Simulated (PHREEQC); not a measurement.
Na2CO3 is added in steps, without added water, to 1 kg of water holding 0.0052 mol/kgw Ni(NO3)2 and 0.00018 mol/kgw NiCl2, at 25 °C. Oxygen alone is held at its pressure in air (log pO2 = -0.68). The system is closed to CO2. Solids allowed: Ni(OH)2, NiCO3, Halite, Nahcolite, Natron. Others were left out.

Base run: PHREEQC, ion-association model, wateq4f.dat. Each further column changes one thing. The table gives Ni+2 (mol/kgw).

```json
[
 {"Na2CO3 added (mol)": "0", "base": "0.00538", "metal-ligand complexes left out": "0.00538", "Davies equation for every ion": "0.00538", "Debye-Hückel limiting law": "0.00538", "all activity coefficients set to 1": "0.00537"},
 {"Na2CO3 added (mol)": "0.0023", "base": "0.00324", "metal-ligand complexes left out": "0.00391", "Davies equation for every ion": "0.00324", "Debye-Hückel limiting law": "0.00326", "all activity coefficients set to 1": "0.00317"},
 {"Na2CO3 added (mol)": "0.0046", "base": "0.00135", "metal-ligand complexes left out": "0.00254", "Davies equation for every ion": "0.00135", "Debye-Hückel limiting law": "0.00137", "all activity coefficients set to 1": "0.00121"},
 {"Na2CO3 added (mol)": "0.00805", "base": "5.49e-5", "metal-ligand complexes left out": "0.000780", "Davies equation for every ion": "5.54e-5", "Debye-Hückel limiting law": "6.22e-5", "all activity coefficients set to 1": "2.72e-5"},
 {"Na2CO3 added (mol)": "0.01035", "base": "1.26e-6", "metal-ligand complexes left out": "3.97e-5", "Davies equation for every ion": "1.28e-6", "Debye-Hückel limiting law": "1.55e-6", "all activity coefficients set to 1": "5.00e-7"},
 {"Na2CO3 added (mol)": "0.01265", "base": "2.57e-8", "metal-ligand complexes left out": "2.12e-8", "Davies equation for every ion": "2.66e-8", "Debye-Hückel limiting law": "3.58e-8", "all activity coefficients set to 1": "7.94e-9"},
 {"Na2CO3 added (mol)": "0.01495", "base": "6.77e-9", "metal-ligand complexes left out": "5.02e-9", "Davies equation for every ion": "7.01e-9", "Debye-Hückel limiting law": "1.01e-8", "all activity coefficients set to 1": "1.93e-9"},
 {"Na2CO3 added (mol)": "0.0184", "base": "2.56e-9", "metal-ligand complexes left out": "1.81e-9", "Davies equation for every ion": "2.66e-9", "Debye-Hückel limiting law": "4.19e-9", "all activity coefficients set to 1": "6.74e-10"},
 {"Na2CO3 added (mol)": "0.0207", "base": "1.71e-9", "metal-ligand complexes left out": "1.18e-9", "Davies equation for every ion": "1.78e-9", "Debye-Hückel limiting law": "2.98e-9", "all activity coefficients set to 1": "4.32e-10"},
 {"Na2CO3 added (mol)": "0.023", "base": "1.26e-9", "metal-ligand complexes left out": "8.57e-10", "Davies equation for every ion": "1.32e-9", "Debye-Hückel limiting law": "2.32e-9", "all activity coefficients set to 1": "3.07e-10"}
]
```

The database's nickel carbonate constants are estimates that later reviews lower a good deal. The database's Ni(OH)2 is the aged solid; a fresh precipitate is more soluble.
